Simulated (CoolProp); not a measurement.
Saturated liquid density (kg/m³) of CH2F2 (R32): the reference equation beside estimates from Tc = 351.3 K, pc = 5.783 MPa, ω = 0.277. Rackett uses Z = 0.29056 − 0.08775 ω.

Model: reference Helmholtz-energy equation of state, Tillner-Roth 1997, in CoolProp.

| T (K) | reference | Rackett | van der Waals | Redlich-Kwong | Soave-Redlich-Kwong |
|---|---|---|---|---|---|
| 253.4 | 1120 | 969.3 | 576.8 | [?] | 871.4 |
| 262.5 | 1091 | [?] | 562.5 | 807.0 | 846.8 |
| 271.5 | 1061 | 920.0 | [?] | 780.3 | [?] |
| 280.6 | 1029 | 893.3 | 531.6 | 751.5 | 791.9 |
| 289.6 | [?] | [?] | 514.7 | 720.9 | 760.9 |
| 298.7 | 958.7 | 834.7 | 496.1 | 687.5 | 726.5 |
| 307.7 | [?] | 801.8 | 476.1 | 651.4 | 688.8 |
| 316.8 | 874.4 | 764.9 | 453.5 | 611.0 | 645.7 |
| 325.8 | [?] | 722.9 | 427.9 | 565.7 | 596.7 |
| 334.9 | 759.8 | 671.2 | 397.0 | 511.5 | 537.0 |

Task: What belongs in the gaps?

Result: 
- 253.4, Redlich-Kwong: 832.5
- 262.5, Rackett: 945.1
- 271.5, van der Waals: 547.6
- 271.5, Soave-Redlich-Kwong: 820.6
- 289.6, reference: 995.3
- 289.6, Rackett: 865.2
- 307.7, reference: 919.1
- 325.8, reference: 823.3

Absolute difference from the reference over all 10 rows, mean and median: Rackett 12.8 and 13.0 %, van der Waals 48.2 and 48.3 %, Redlich-Kwong 28.4 and 27.9 %, Soave-Redlich-Kwong 24.6 and 23.9 %.
